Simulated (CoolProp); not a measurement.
Values from CoolProp's reference Helmholtz-energy equation of state, Smukala 2000.

Q: Give the vapour pressure (MPa), liquid density (kg/m³), vapour density (kg/m³), enthalpy of vaporisation (kJ/kg) of saturated ethylene at 207 K.

A: 
```json
[
 {"T (K)": "207", "p (MPa)": "0.601", "liquid density (kg/m³)": "510", "vapour density (kg/m³)": "11.1", "enthalpy of vaporisation (kJ/kg)": "419"}
]
```
